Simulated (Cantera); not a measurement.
Mixture: 29.4 % H2, 14.8 % O2, 55.8 % N2, at 1.00 bar, adiabatic and at constant volume. Ignition delay is the time to a rise of 400 K.

Computed with Cantera and GRI-Mech 3.0 (53 species, 325 reactions). Where the delays flatten at high temperature, the 400 K rule measures the pace of heat release, not the induction time.

### Question
Predict: delay at 1300 K; delay at 1450 K; delay at 1600 K; delay at 1750 K.

### Answer
- delay at 1300 K: 28.1 µs
- delay at 1450 K: 17.3 µs
- delay at 1600 K: 13.2 µs
- delay at 1750 K: 12.0 µs
